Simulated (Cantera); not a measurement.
A Cantera script and what it prints.

```python
import numpy as np
import cantera as ct

gas_names = """
    CL CL2 H HCL H2 N NH NH2 NH3 N2 N2H2 N2H4 Si SiCL SiCL2 SiCL3 SiCL4 SiH SiHCL3 SiH2 SiH2CL2 SiH3
    SiH3CL SiH4 SiN Si2 Si2N Si3
""".split()
cond_names = """
    NH4CL(a) NH4CL(b) Si(cr) Si(L) Si3N4(a)
""".split()


def load(file, names, dense=False):
    # The tables refer to 1 bar. Condensed volumes are neglected.
    table = {s.name: s for s in ct.Species.list_from_file(file)}
    out = []
    for n in names:
        d = dict(table[n].input_data)
        d["thermo"] = dict(d["thermo"], **{"reference-pressure": 1e5})
        if dense:
            d["equation-of-state"] = {"model": "constant-volume", "density": "1e6 g/cm^3"}
        out.append(ct.Species.from_dict(d))
    return out


gas = ct.Solution(thermo="ideal-gas", species=load("nasa_gas.yaml", gas_names))
cond = {s.name: ct.Solution(thermo="fixed-stoichiometry", species=[s], name=s.name)
        for s in load("nasa_condensed.yaml", cond_names, dense=True)}
atoms = {
    'Si2Cl6': {'Si': 2, 'CL': 6},
    'N2': {'N': 2},
    'H2': {'H': 2},
}
top_T = {'Si3N4(a)': 2400}  # K; cautious upper limits of use, not melting points


def equilibrate(T, P, feed):
    n = {}
    for name, mol in feed.items():
        for a, k in atoms[name].items():
            n[a] = n.get(a, 0.0) + k * mol
    gas.TPX = T, P, n
    mass = sum(n.values()) * gas.mean_molecular_weight
    gas.equilibrate("TP")
    valid = [c for c in cond.values() if c.min_temp <= T <= top_T.get(c.name, c.max_temp)]
    mix = ct.Mixture([(gas, mass / gas.mean_molecular_weight)] + [(c, 0.0) for c in valid])
    mix.T, mix.P = T, P
    mix.equilibrate("TP", solver="vcs", rtol=1e-11, max_steps=5000)
    return mix


results = []
P = 36  # Pa
for T in [998, 1098, 1198, 1298, 1398, 1498, 1598, 1698, 1798, 1898, 1998]:
    for m in [1.2, 1.7, 2.3, 3.1, 4.1, 5.6, 7.5, 10, 14, 19]:
        feed = {'Si2Cl6': 1, 'N2': m, 'H2': 18}  # mol
        mix = equilibrate(T, P, feed)
        results.append((T, P, feed, dict(zip(mix.species_names, mix.species_moles))))

for T, P, feed, n in results:
    print(f"{T:7g} {feed['N2']:10.4g}  " + (" + ".join(c for c in cond_names if n.get(c, 0) > 1e-12) or "gas only"))
```

It prints:

```
    998        1.2  Si3N4(a)
    998        1.7  Si3N4(a)
    998        2.3  Si3N4(a)
    998        3.1  Si3N4(a)
    998        4.1  Si3N4(a)
    998        5.6  Si3N4(a)
    998        7.5  Si3N4(a)
    998         10  Si3N4(a)
    998         14  Si3N4(a)
    998         19  Si3N4(a)
   1098        1.2  Si3N4(a)
   1098        1.7  Si3N4(a)
   1098        2.3  Si3N4(a)
   1098        3.1  Si3N4(a)
   1098        4.1  Si3N4(a)
   1098        5.6  Si3N4(a)
   1098        7.5  Si3N4(a)
   1098         10  Si3N4(a)
   1098         14  Si3N4(a)
   1098         19  Si3N4(a)
   1198        1.2  Si3N4(a)
   1198        1.7  Si3N4(a)
   1198        2.3  Si3N4(a)
   1198        3.1  Si3N4(a)
   1198        4.1  Si3N4(a)
   1198        5.6  Si3N4(a)
   1198        7.5  Si3N4(a)
   1198         10  Si3N4(a)
   1198         14  Si3N4(a)
   1198         19  Si3N4(a)
   1298        1.2  Si3N4(a)
   1298        1.7  Si3N4(a)
   1298        2.3  Si3N4(a)
   1298        3.1  Si3N4(a)
   1298        4.1  Si3N4(a)
   1298        5.6  Si3N4(a)
   1298        7.5  Si3N4(a)
   1298         10  Si3N4(a)
   1298         14  Si3N4(a)
   1298         19  Si3N4(a)
   1398        1.2  Si3N4(a)
   1398        1.7  Si3N4(a)
   1398        2.3  Si3N4(a)
   1398        3.1  Si3N4(a)
   1398        4.1  Si3N4(a)
   1398        5.6  Si3N4(a)
   1398        7.5  Si3N4(a)
   1398         10  Si3N4(a)
   1398         14  Si3N4(a)
   1398         19  Si3N4(a)
   1498        1.2  Si(cr)
   1498        1.7  Si(cr)
   1498        2.3  Si(cr)
   1498        3.1  Si(cr) + Si3N4(a)
   1498        4.1  Si3N4(a)
   1498        5.6  Si3N4(a)
   1498        7.5  Si3N4(a)
   1498         10  Si3N4(a)
   1498         14  Si3N4(a)
   1498         19  Si3N4(a)
   1598        1.2  Si(cr)
   1598        1.7  Si(cr)
   1598        2.3  Si(cr)
   1598        3.1  Si(cr)
   1598        4.1  Si(cr)
   1598        5.6  Si(cr)
   1598        7.5  Si(cr)
   1598         10  Si(cr)
   1598         14  Si(cr)
   1598         19  Si(cr)
   1698        1.2  Si(L)
   1698        1.7  Si(L)
   1698        2.3  Si(L)
   1698        3.1  Si(L)
   1698        4.1  Si(L)
   1698        5.6  Si(L)
   1698        7.5  Si(L)
   1698         10  Si(L)
   1698         14  Si(L)
   1698         19  Si(L)
   1798        1.2  Si(L)
   1798        1.7  Si(L)
   1798        2.3  Si(L)
   1798        3.1  Si(L)
   1798        4.1  Si(L)
   1798        5.6  Si(L)
   1798        7.5  Si(L)
   1798         10  Si(L)
   1798         14  Si(L)
   1798         19  Si(L)
   1898        1.2  gas only
   1898        1.7  gas only
   1898        2.3  gas only
   1898        3.1  gas only
   1898        4.1  gas only
   1898        5.6  gas only
   1898        7.5  gas only
   1898         10  gas only
   1898         14  gas only
   1898         19  gas only
   1998        1.2  gas only
   1998        1.7  gas only
   1998        2.3  gas only
   1998        3.1  gas only
   1998        4.1  gas only
   1998        5.6  gas only
   1998        7.5  gas only
   1998         10  gas only
   1998         14  gas only
   1998         19  gas only
```

Method: chemical equilibrium by Gibbs-energy minimisation in Cantera with the NASA 1993 tables (ideal gas, pure condensed phases). The feed counts by its element totals alone. N2 is the only nitrogen source here; it is nearly inert below about 1500 K, so the nitride shown seldom forms there in practice. Mutual solubility and eutectic melting of coexisting phases are not modelled. The tables' values for SiCl3 are old estimates.
